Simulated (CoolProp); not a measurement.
A single-stage vapour-compression cycle with R365MFC: evaporating at 305.15 K (dew point), condensing at 334.15 K (bubble point), superheat 2 K, subcooling 2 K, compressor efficiency 0.6, no pressure losses. Each further row changes one setting.

The numbers come from the reference Helmholtz-energy equation of state, Lemmon 2016 in CoolProp.

| case | cooling COP | pressure ratio | discharge temperature (K) | refrigerating effect (kJ/kg) | volumetric capacity (kJ/m³) |
|---|---|---|---|---|---|
| as stated | 5.61 | 2.71 | 336.9 | 156 | 700 |
| evaporating temperature 310.15 K | (withheld) | (withheld) | 336.6 | 160 | 861 |
| condensing temperature 329.15 K | 6.96 | (withheld) | 332.2 | 163 | 733 |
| subcooling 7 K | 5.87 | 2.71 | 336.9 | 163 | 733 |
| superheat 12 K | 5.73 | 2.71 | 347.3 | (withheld) | 720 |
| compressor efficiency 0.5 | 4.67 | 2.71 | 341.9 | 156 | 700 |

Problem. Complete the blanks.

Solution. 
- evaporating temperature 310.15 K, cooling COP: 7.05
- evaporating temperature 310.15 K, pressure ratio: 2.25
- condensing temperature 329.15 K, pressure ratio: 2.32
- superheat 12 K, refrigerating effect (kJ/kg): 166
